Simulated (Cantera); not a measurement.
A Cantera script and its output.

```python
import numpy as np
import cantera as ct

gas = ct.Solution("gri30.yaml")
gas.TPX = 2023, 100000, {'NO': 1, 'N2': 3.8}
reactor = ct.IdealGasConstPressureReactor(gas, energy="off", clone=False)
net = ct.ReactorNet([reactor])
net.rtol, net.atol = 1e-08, 1e-18
show = ['NO', 'O', 'O2', 'N2', 'NO2', 'N2O']
times = np.geomspace(5e-05, 1, 10)

steps = ct.SolutionArray(gas, extra=["t"])
rows = []
print(f"{'t/s':>10s}{'T/K':>9s}{'P/Pa':>11s}" + "".join(f"{s:>11s}" for s in show))
for t in times:
    while net.time < t:
        t_next = net.step()
        steps.append(gas.state, t=t_next)
    rows.append([np.interp(t, steps.t, y) for y in (steps.T, steps.P, *steps(*show).X.T)])
    print(f"{t:10.3e}{rows[-1][0]:9.1f}{rows[-1][1]:11.4g}" + "".join(f"{x:11.3e}" for x in rows[-1][2:]))
rate = np.gradient(steps.T, steps.t)
print("integrator steps:", len(steps.t))
if steps.T.max() > steps.T[0] + 200:
    print(f"time of steepest temperature rise: {steps.t[rate.argmax()]:.4e} s")
gas.TPX = 2023, 100000, {'NO': 1, 'N2': 3.8}
gas.equilibrate("TP")
print(f"equilibrium (TP): T = {gas.T:.1f} K  " + "  ".join(f"{s} {gas[s].X[0]:.3e}" for s in show))
```

It prints:

```
       t/s      T/K       P/Pa         NO          O         O2         N2        NO2        N2O
 5.000e-05   2023.0      1e+05  2.083e-01  2.369e-06  2.280e-08  7.917e-01  7.996e-07  2.777e-06
 1.503e-04   2023.0      1e+05  2.083e-01  6.460e-06  2.074e-07  7.917e-01  4.039e-06  7.309e-06
 4.516e-04   2023.0      1e+05  2.083e-01  1.999e-05  2.699e-06  7.917e-01  1.610e-05  1.529e-05
 1.357e-03   2023.0      1e+05  2.081e-01  4.618e-05  3.963e-05  7.917e-01  4.022e-05  2.070e-05
 4.079e-03   2023.0      1e+05  2.077e-01  5.316e-05  2.417e-04  7.920e-01  4.663e-05  2.099e-05
 1.226e-02   2023.0      1e+05  2.064e-01  5.678e-05  8.710e-04  7.926e-01  4.974e-05  2.071e-05
 3.684e-02   2023.0      1e+05  2.026e-01  6.651e-05  2.778e-03  7.945e-01  5.778e-05  1.989e-05
 1.107e-01   2023.0      1e+05  1.910e-01  8.958e-05  8.540e-03  8.003e-01  7.456e-05  1.756e-05
 3.327e-01   2023.0      1e+05  1.582e-01  1.348e-04  2.488e-02  8.166e-01  9.446e-05  1.194e-05
 1.000e+00   2023.0      1e+05  8.878e-02  1.989e-04  5.959e-02  8.513e-01  7.914e-05  3.876e-06
integrator steps: 632
equilibrium (TP): T = 2023.0 K  NO 6.042e-03  O 2.547e-04  O2 1.010e-01  N2 8.927e-01  NO2 6.945e-06  N2O 3.610e-07
```

Computed with Cantera and GRI-Mech 3.0 (53 species, 325 reactions).
